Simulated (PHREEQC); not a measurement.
Synthetic water in mmol/kgw, 25 °C, pH 5.76, pe 10.9: Na 0.301; K 0.000298; Ca 0.162; Mg 0.141; Cl 0.333; S(6) 0.0473; Alkalinity (meq/kgw) 0.495; Li 0.00584; O(0) (counted as O atoms) 0.0214; Cu(2) 0.000418; Pb 0.0102.

Na is adjusted to close the charge balance.
Valence states are taken as typed.

Computed with PHREEQC (ion-association model, phreeqc.dat).

Precipitation was switched off in this run.

What specific conductance does the model give?

specific conductance 100 µS/cm.

In which forms is S present?

SO4-2 95 %, MgSO4 2.3 %, CaSO4 2.0 % of the S.

Species that the database lacks are ignored.
